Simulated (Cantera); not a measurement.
Feed: 1 mol (CH3)2SiCl2, 0.58 mol C3H8, 2.5 mol H2, held at 2273 K and 750 Torr.

These are equilibrium values from Cantera (NASA tables, ideal gas, pure condensed phases), not measurements of a reactor. Candidate condensed phases: C, C6H6, C7H8, C8H18, Si, SiC; 109 gas species. The feed counts by its element totals alone. The tables' values for SiCl3, SiCl are old estimates; treat these amounts as uncertain. Gases not in the tables: Si2H6 and higher silanes. Kinetics and transport are ignored.

Base state: H2 0.776, HCl 0.199, SiCl2 0.0122, H 0.00740, C2H2 (acetylene) 0.00293, Cl 0.00137, SiCl3 0.000273, SiCl 0.000205 (mole fractions); condensed: C(graphite) + SiC(s).

**Question.** What changes in the equilibrium state with this change: temperature from 2273 K to 1175 K?

**Answer.** 
```tsv
species	before	after
H2	0.776	0.825
HCl	0.199	0.136
SiCl4	4.87e-6	0.0221
SiCl2	0.0122	7.38e-5
CH4	0.000136	0.0130
SiCl	0.000205	<1e-9
Si	9.73e-5	<1e-9
C(graphite), mol	2.80	2.85
SiC(s), mol	0.886	0.781
```
The tables' values for SiCl3 are old estimates; treat these amounts as uncertain.
